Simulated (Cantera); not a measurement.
A freely propagating, adiabatic, planar premixed flame of H2 : O2 : N2 = 1 : 0.35 : 1.04 (molar parts), equivalence ratio 1.4, unburnt at 650 K and 750 Torr; mixture-averaged transport, grid criteria slope 0.08 and curve 0.16, no radiation.

Detailed kinetics in Cantera: the H2/O2 subset of GRI-Mech 3.0, which has no nitrogen chemistry. Burning velocities carry a grid error of a few per cent, more on coarse grids.

**Question.** Predict: laminar burning velocity; thermal thickness; peak x(HO2); peak x(OH); peak x(H); peak x(H2O2).

**Answer.** 
| Property | Result |
|---|---|
| laminar burning velocity | 1190 cm/s |
| thermal thickness | 0.446 mm |
| peak x(HO2) | 0.000270 |
| peak x(OH) | 0.0183 |
| peak x(H) | 0.108 |
| peak x(H2O2) | 7.42e-6 |
